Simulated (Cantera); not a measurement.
A Cantera script and its output.

```python
import numpy as np
import cantera as ct

gas = ct.Solution("SiF4_NH3_mec.yaml", "gas")
gas.TPX = 2298, 101325, {'NH3': 1, 'H2': 2.6}
inlet = ct.Reservoir(gas, clone=True)

reactor = ct.IdealGasConstPressureReactor(gas, energy="off", clone=False)
exhaust = ct.Reservoir(gas, clone=True)
tau = [3.4, 0.78, 0.17, 0.039, 0.0088, 0.002, 0.00045, 0.0001][0]
for a, b in ((inlet, reactor), (reactor, exhaust)):
    ct.MassFlowController(a, b, mdot=lambda t: reactor.mass / tau)
net = ct.ReactorNet([reactor])
show = ['NH3', 'H2', 'NH2', 'H', 'N2H2']

rows = []
print(f"{'tau/s':>10s}{'T/K':>9s}" + "".join(f"{s:>11s}" for s in show))
for tau in [3.4, 0.78, 0.17, 0.039, 0.0088, 0.002, 0.00045, 0.0001]:
    net.initial_time = 0.0
    net.advance(30 * tau)
    before = gas.X
    net.advance(40 * tau)
    drift = np.max(np.abs(gas.X - before) / (gas.X + 1e-9))
    rows.append([gas.T, *gas[show].X, drift])
    print(f"{tau:10.3e}{gas.T:9.1f}" + "".join(f"{x:11.3e}" for x in gas[show].X))
```

Output:

```
     tau/s      T/K        NH3         H2        NH2          H       N2H2
 3.400e+00   2298.0  5.344e-04  8.825e-01  1.709e-05  8.914e-03  1.537e-09
 7.800e-01   2298.0  1.175e-03  8.824e-01  3.646e-05  8.648e-03  6.825e-09
 1.700e-01   2298.0  3.158e-03  8.822e-01  8.570e-05  7.567e-03  3.398e-08
 3.900e-02   2298.0  1.296e-02  8.786e-01  2.320e-04  4.973e-03  1.794e-07
 8.800e-03   2298.0  5.554e-02  8.544e-01  6.033e-04  2.935e-03  8.191e-07
 2.000e-03   2298.0  1.477e-01  7.988e-01  1.157e-03  1.980e-03  2.390e-06
 4.500e-04   2298.0  2.328e-01  7.472e-01  1.543e-03  1.568e-03  3.849e-06
 1.000e-04   2298.0  2.674e-01  7.264e-01  1.541e-03  1.326e-03  3.528e-06
```

Cantera simulation using the gas-phase N/H chemistry of the illustrative SiF4/NH3 mechanism in the Surface Chemkin manual (1991); the numbers are that mechanism's predictions, not measurements. Walls and surfaces, which speed up NH3 decomposition in real reactors, are not modelled.
